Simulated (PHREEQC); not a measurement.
1 kg of water holding 0.066 mol/kgw NaCl and 0.0083 mol/kgw KCl is evaporated at 75 °C; the solids stay in contact with the brine. The system is closed to CO2. Solids allowed: Halite, Sylvite. Others were left out.

The series has 28 steps of water left (kg), from 1 to 0.005012.

Equilibrium calculation in PHREEQC: Pitzer model, pitzer.dat.

Problem. Which solids form, in which order, and at which step of the series does each first stand?

Solution. Halite from water left = 0.00903 kg.

Complexes and solids missing from the database can't appear. At this temperature some constants are extrapolated from 25 °C, and those without enthalpy data are left unchanged.
